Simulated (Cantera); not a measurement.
Mixture: C₃H₈ : O₂ : N₂ : H₂O = 1 : 10.9 : 40.9 : 2.3 (molar parts), at 1100000 Pa, adiabatic and at constant pressure. Ignition delay is the time to a rise of 400 K.

Detailed kinetics in Cantera: GRI-Mech 3.0 (53 species, 325 reactions). GRI-Mech 3.0 was tuned for natural gas; its chemistry of propane as a main component is partial and can be far from experiment.

Q: Predict: delay at 1098 K; delay at 1198 K; delay at 1298 K; delay at 1398 K; delay at 1498 K; apparent activation energy between 1398 and 1498 K.

A: delay at 1098 K: 8.30 ms
delay at 1198 K: 1.40 ms
delay at 1298 K: 0.271 ms
delay at 1398 K: 65.0 µs
delay at 1498 K: 20.1 µs
apparent activation energy between 1398 and 1498 K: 200 kJ/mol
